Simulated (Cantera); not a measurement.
A closed system holds: 1 mol Si3N4, 0.59 mol CO2, 40 mol H2, equilibrated at 1975 K and 2.50 bar.

Cantera equilibrium calculation (NASA polynomials, part measured and part estimated; ideal gas, pure solids and liquids). Candidate condensed phases: C, C6H6, C7H8, C8H18, H2O, Si, SiC, SiO2, Si2N2O, Si3N4; 151 gas species. Mutual solubility and eutectic melting of coexisting phases are not modelled. Gases not in the tables: Si2H6 and higher silanes. Rates play no part.

Base state: H2 0.971, N2 0.0239, SiO 0.00317, CO 0.000900, H 0.000853, HCN 0.000102, SiH2 8.93e-5, CH4 5.34e-5 (mole fractions); condensed: Si(l) + SiC(s) + Si2N2O(s).

What changes in the equilibrium state with this change: CO2 from 0.59 to 0.24 mol?


```csv
species,before,after
H2,0.971,0.957
N2,0.0239,0.0388
SiO,0.00317,0.00195
CO,0.000900,0.000555
HCN,0.000102,0.000129
CH4,5.34e-5,5.20e-5
SiH2,8.93e-5,8.80e-5
"Si(l), mol",0.294,1.95
"SiC(s), mol",0.546,0.209
"Si2N2O(s), mol",1.01,0.375
```
